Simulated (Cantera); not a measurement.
A freely propagating, adiabatic, planar premixed flame of H₂ : O₂ : N₂ = 1 : 0.227 : 0.855 (molar parts), equivalence ratio 2.2, unburnt at 300 K and 82.5 Torr; mixture-averaged transport, grid criteria slope 0.08 and curve 0.16, no radiation.

Cantera simulation using the H2/O2 subset of GRI-Mech 3.0, which has no nitrogen chemistry; the numbers are that mechanism's predictions, not measurements. Burning velocities carry a grid error of a few per cent, more on coarse grids.

### Question
What does this change do: inlet temperature 300 to 325 K?

### Answer
```json
[
 {"quantity": "laminar burning velocity", "before": "226 cm/s", "after": "253 cm/s"},
 {"quantity": "thermal thickness", "before": "6.46 mm", "after": "6.71 mm"},
 {"quantity": "peak x(OH)", "before": "0.00219", "after": "0.00233"},
 {"quantity": "peak x(H)", "before": "0.103", "after": "0.106"},
 {"quantity": "peak x(O)", "before": "0.00296", "after": "0.00307"}
]
```

### Question
What does this change do: N2 0.855 to 0.64 parts?

### Answer
| quantity | before | after |
|---|---|---|
| laminar burning velocity | 226 cm/s | 274 cm/s |
| thermal thickness | 6.46 mm | 6.35 mm |
| peak x(OH) | 0.00219 | 0.00352 |
| peak x(H) | 0.103 | 0.125 |
| peak x(O) | 0.00296 | 0.00383 |

### Question
What does this change do: H2 1 to 0.78 parts?

### Answer
```json
[
 {"quantity": "laminar burning velocity", "before": "226 cm/s", "after": "238 cm/s"},
 {"quantity": "thermal thickness", "before": "6.46 mm", "after": "6.37 mm"},
 {"quantity": "peak x(OH)", "before": "0.00219", "after": "0.00542"},
 {"quantity": "peak x(H)", "before": "0.103", "after": "0.113"},
 {"quantity": "peak x(O)", "before": "0.00296", "after": "0.00516"}
]
```
